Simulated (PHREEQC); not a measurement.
Silver or lead bath (model solution)

Dissolve 0.0039 mol AgF, 0.1 mol NaCl and 0.18 mol Na2SO4 per kg of water at 25 °C. Closed to the air; pH follows from the charge balance.

The numbers come from PHREEQC with the ion-association model, wateq4f.dat.

This is a speciation only: nothing precipitates in the calculation.

Q: Estimate the pH, ionic strength.

A: pH 7.35; ionic strength 0.534 mol/kgw.

Q: In which forms is Ag present?

A: AgCl2- 75 %, AgCl3-2 12 %, AgCl 8.3 %, AgCl4-3 5.2 % of the Ag.

Saturation is exceeded, for instance for Cerargyrite; the values hold only as long as no solid forms.
